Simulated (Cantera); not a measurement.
## Carbon deposition, reforming and gasification: C₂H₅OH + NH₃ + N₂

Charge: 1 mol C₂H₅OH, 0.17 mol NH₃, 1.3 mol N₂, held at 0.345 Torr.

These are equilibrium values from Cantera (NASA tables, ideal gas, pure condensed phases), not measurements of a reactor. Candidate condensed phases: C, C₆H₆, C₇H₈, C₈H₁₈, H₂O; 136 gas species. Kinetics and transport are ignored.

From 1200 °C to 2300 °C the condensed part is C(graphite). The main C-bearing gas is CO throughout. The share of C in condensed phases is highest at 1200 °C (49.9 %) and lowest at 2300 °C (36.7 %).

```tsv
T (°C)	log p H₂	log p H	log p N₂	log p CO	log p HCN	n C(graphite)
1200	-3.58	-6.69	-3.95	-4.09	-6.82	0.998
1300	-3.58	-6.18	-3.95	-4.09	-6.53	0.996
1400	-3.58	-5.73	-3.95	-4.09	-6.27	0.993
1500	-3.58	-5.34	-3.95	-4.09	-6.04	0.987
1600	-3.59	-4.99	-3.95	-4.09	-5.84	0.979
1700	-3.61	-4.67	-3.96	-4.10	-5.66	0.967
1800	-3.63	-4.40	-3.97	-4.11	-5.51	0.951
1900	-3.68	-4.16	-3.99	-4.12	-5.40	0.930
2000	-3.76	-3.95	-4.02	-4.14	-5.31	0.904
2100	-3.87	-3.79	-4.05	-4.17	-5.26	0.874
2200	-4.04	-3.67	-4.08	-4.20	-5.24	0.833
2300	-4.25	-3.59	-4.12	-4.24	-5.26	0.734
```
log p: log10 of the partial pressure in bar; n: condensed amount in mol.
